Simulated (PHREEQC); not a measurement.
1 kg of water holding 0.11 mol NaCl, 0.01 mol KCl, 0.33 mol Na2CO3, 0.038 mol NaHCO3 and 0.07 mol Na2SO4 is evaporated at 25 °C; the solids stay in contact with the brine. CO2 is held at log p = -3.4 (atm). The run lets Arcanite, Burkeite, Glaserite, Halite, Kalicinite, Mirabilite, Misenite, Nahcolite, Natron, Sylvite, Thenardite, Trona precipitate or redissolve, and no other solid.

The series has 19 steps of water left (kg), from 0.9993 to 0.01951.

Model: Pitzer model, pitzer.dat, run in PHREEQC.

Which solids form, in which order, and at which step of the series does each first stand?

Trona from water left = 0.1396 kg (pH 10.08); Thenardite from water left = 0.04399 kg (pH 9.86); Halite from water left = 0.01951 kg (pH 9.73).

Species that the database lacks are ignored.
